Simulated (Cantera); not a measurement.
Input: 1 mol V₂O₅, 46 mol H₂, equilibrated at 75.0 Torr.

Method: chemical equilibrium by Gibbs-energy minimisation in Cantera with the NASA 1993 tables (ideal gas, pure condensed phases). Candidate condensed phases: H₂O, V, VO, V₂O₃, V₂O₄, V₂O₅; 12 gas species. Condensed phases not in the tables: the oxides between V₂O₃ and V₂O₅ other than VO₂. Rates play no part.

**Question.** At 1498 K, list the 3 most abundant gas species with their mole fractions, and the condensed phases.

**Answer.** H₂ 0.956, H₂O 0.0435, H 5.31e-5. Condensed: V₂O₃(s).
